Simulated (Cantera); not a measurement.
Input (Python, Cantera) and output of one run.

```python
import numpy as np
import cantera as ct

gas_names = [...]  # 130 gases of nasa_gas.yaml made of C, H, Mg, O, S
cond_names = """
    C(gr) C6H6(L) C7H8(L) C8H18(L),n-octa H2O(s) H2O(L) H2SO4(L) Mg(cr) Mg(L) MgCO3(s) MgO(s) MgO(L)
    MgO2H2(s) MgS(s) MgSO4(s) MgSO4(L) S(cr1) S(cr2) S(L)
""".split()


# ... load() reads the species with a 1 bar reference pressure and builds the phases ...
atoms = {
    'MgCO3': {'Mg': 1, 'C': 1, 'O': 3},
    'H2S': {'H': 2, 'S': 1},
    'H2O': {'H': 2, 'O': 1},
    'O2': {'O': 2},
}
top_T = {'C(gr)': 4500, 'MgS(s)': 2250}  # K; cautious upper limits of use, not melting points


# ... equilibrate(T, P, feed) seeds the gas with the atoms and calls Mixture.equilibrate('TP', solver="vcs", rtol=1e-11, max_steps=5000) ...
results = []
feed = {'MgCO3': 1, 'H2S': 0.36, 'H2O': 5.4, 'O2': 0.14}  # mol
P = 13332.2  # Pa
for T in [750, 800, 850, 900, 950, 1000, 1050]:
    mix = equilibrate(T, P, feed)
    results.append((T, P, feed, dict(zip(mix.species_names, mix.species_moles))))

top = {s: max(r[3][s] / sum(r[3][g] for g in gas_names) for r in results) for s in gas_names}
cols = sorted((s for s in top if top[s] > 1e-05), key=lambda s: -top[s])[:9]
seen = [c for c in cond_names if any(r[3].get(c, 0) > 1e-12 for r in results)]
print("log10 of partial pressures in bar; condensed amounts in mol")
print(f"{'T/K':>10s}" + "".join(f"{s[:9]:>10s}" for s in cols + seen))
for T, P, feed, n in results:
    ng = sum(n[g] for g in gas_names)
    print(f"{T:10.4g}" + "".join(f"{np.log10(max(n[s] / ng * P / 1e5, 1e-99)):10.3f}" for s in cols)
          + "".join(f"{n.get(c, 0):10.4g}" for c in seen))
```

Output:

```
log10 of partial pressures in bar; condensed amounts in mol
       T/K       H2O       CO2       H2S       SO2        H2        S2        CO       COS       S2O    MgO(s)
       750    -0.970    -1.711    -2.313    -2.773    -4.170    -3.663    -5.698    -5.314    -5.299         1
       800    -0.970    -1.712    -2.324    -2.778    -3.854    -3.544    -5.220    -5.175    -5.230         1
       850    -0.971    -1.712    -2.338    -2.780    -3.576    -3.443    -4.802    -5.056    -5.171         1
       900    -0.971    -1.713    -2.356    -2.775    -3.331    -3.357    -4.435    -4.956    -5.117         1
       950    -0.972    -1.715    -2.380    -2.761    -3.118    -3.283    -4.114    -4.874    -5.067         1
      1000    -0.973    -1.717    -2.409    -2.736    -2.932    -3.221    -3.833    -4.811    -5.018         1
      1050    -0.974    -1.720    -2.447    -2.701    -2.772    -3.169    -3.588    -4.765    -4.972         1
```

Cantera equilibrium calculation (NASA polynomials, part measured and part estimated; ideal gas, pure solids and liquids). Gases not in the tables: S3 to S7.
